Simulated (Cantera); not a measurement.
An isothermal, constant-pressure homogeneous reactor starts with N2O : N2 = 1 : 0.81 (molar parts), at 1575 K and 51.8 Torr.

Cantera simulation using GRI-Mech 3.0 (53 species, 325 reactions); the numbers are that mechanism's predictions, not measurements. GRI-Mech 3.0 was tuned for natural gas; its chemistry of N2O as a main component is partial and can be far from experiment. The temperature is held fixed by assumption; the heat of reaction is taken as removed at once.

One state of this run: x N2O = 0.521; x NO = 0.00696; x O = 0.000141; x N2 = 0.463; x NO2 = 1.40e-6. x: mole fraction; the columns are a selection and need not sum to one.

Task: Which value of t (s) does it belong to?
(A) 6.00
(B) 0.0850
(C) 0.00498
(D) 1.71e-5

Result: C, 0.00498
